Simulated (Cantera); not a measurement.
Input: 1 mol CS2, 1.9 mol H2, 4.9 mol N2, equilibrated at 675 °C and 0.330 bar.

Method: chemical equilibrium by Gibbs-energy minimisation in Cantera with the NASA 1993 tables (ideal gas, pure condensed phases). Candidate condensed phases: C, C6H6, C7H8, C8H18, S; 100 gas species. Gases not in the tables: S3 to S7. Kinetics and transport are ignored.

Base state: N2 0.703, H2S 0.239, H2 0.0334, CS2 0.0214, S2 0.00258, CH4 6.31e-5 (mole fractions); condensed: C(graphite).

### Question
What changes in the equilibrium state with this change: temperature from 675 °C to 2727 °C?

### Answer
| species | before | after |
|---|---|---|
| N2 | 0.703 | 0.542 |
| H2 | 0.0334 | 0.147 |
| H | <1e-9 | 0.105 |
| H2S | 0.239 | 0.00109 |
| S | <1e-9 | 0.0590 |
| CS | 6.36e-9 | 0.102 |
| SH | 4.66e-6 | 0.0160 |
| S2 | 0.00258 | 0.0179 |
| CS2 | 0.0214 | 0.00392 |
| HNC | <1e-9 | 0.000709 |
| CN | <1e-9 | 0.000278 |
| C(graphite), mol | 0.851 | 0 |
